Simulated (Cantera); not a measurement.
Source: NASA polynomial tables (part measured, part estimated), evaluated in Cantera. Values are per mole of reaction as written; species without (g) are pure solids or liquids, kept so even where they would boil at 1 bar.

3 CaO + 6 Cl(g) → 3 CaCl2 + O3(g)

| T (K) | ΔH° (kJ) | ΔS° (J/K) | ΔG° (kJ) | log10 K | condensed phases |
|---|---|---|---|---|---|
| 300 | [?] | [?] | [?] | [?] | CaO(s), CaCl2(s) |
| 873 | [?] | [?] | [?] | [?] | CaO(s), CaCl2(s) |
| 973 | -1067.5 | -553.3 | -529.1 | 28.40 | CaO(s), CaCl2(s) |
| 1073 | -978.6 | -468.2 | -476.2 | 23.18 | CaO(s), CaCl2(l) |
| 1173 | [?] | [?] | [?] | [?] | CaO(s), CaCl2(l) |
| 1273 | -965.1 | -456.7 | -383.7 | 15.74 | CaO(s), CaCl2(l) |
| 1373 | -958.4 | -451.7 | -338.3 | 12.87 | CaO(s), CaCl2(l) |
| 1473 | -951.7 | -447.0 | -293.3 | 10.40 | CaO(s), CaCl2(l) |
| 1573 | [?] | [?] | [?] | [?] | CaO(s), CaCl2(l) |

Problem. What belongs in the gaps?

Solution. 
- 300, ΔH° (kJ): -1068.2
- 300, ΔS° (J/K): -553.0
- 300, ΔG° (kJ): -902.3
- 300, log10 K: 157.09
- 873, ΔH° (kJ): -1068.7
- 873, ΔS° (J/K): -554.7
- 873, ΔG° (kJ): -584.5
- 873, log10 K: 34.97
- 1173, ΔH° (kJ): -971.8
- 1173, ΔS° (J/K): -462.2
- 1173, ΔG° (kJ): -429.6
- 1173, log10 K: 19.13
- 1573, ΔH° (kJ): -945.0
- 1573, ΔS° (J/K): -442.5
- 1573, ΔG° (kJ): -248.9
- 1573, log10 K: 8.26
